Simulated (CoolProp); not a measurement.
Properties of carbonyl sulfide along the isotherm 427.5 K.

Computed with CoolProp (reference Helmholtz-energy equation of state, Lemmon 2006). It is a short technical equation, of lower accuracy than the large ones.

| p (MPa) | phase | density (kg/m³) | cp (kJ/(kg K)) | cv (kJ/(kg K)) | speed of sound (m/s) | Joule-Thomson coefficient (K/MPa) | fugacity coefficient |
|---|---|---|---|---|---|---|---|
| 2.65 | gas | 49.85 | 0.8813 | 0.6634 | 251.0 | 9.135 | 0.9063 |
| 5.31 | gas | 115.0 | 1.077 | 0.6928 | 232.7 | 9.465 | 0.8154 |
| 7.96 | supercritical | 209.3 | 1.527 | 0.7317 | 216.5 | 9.042 | 0.7275 |
| 10.6 | supercritical | 358.5 | 2.386 | 0.7701 | 216.5 | 6.732 | 0.6436 |
| 13.3 | supercritical | 515.4 | 2.295 | 0.7639 | 260.1 | 3.713 | 0.5694 |
| 15.9 | supercritical | 602.8 | 1.903 | 0.7507 | 315.5 | 2.217 | 0.5150 |
| 18.6 | supercritical | 658.7 | 1.684 | 0.7440 | 364.7 | 1.456 | 0.4732 |
| 21.2 | supercritical | 697.0 | 1.562 | 0.7409 | 404.6 | 1.035 | 0.4430 |
| 23.9 | supercritical | 728.1 | 1.480 | 0.7393 | 440.6 | 0.7489 | 0.4189 |
| 26.5 | supercritical | 752.6 | 1.424 | 0.7386 | 471.4 | 0.5545 | 0.4009 |
| 29.2 | supercritical | 774.3 | 1.381 | 0.7384 | 500.5 | 0.4037 | 0.3862 |
| 31.8 | supercritical | 792.6 | 1.348 | 0.7385 | 526.1 | 0.2908 | 0.3751 |

The peak of cp marks the crossing from liquid-like to gas-like fluid above the critical point.
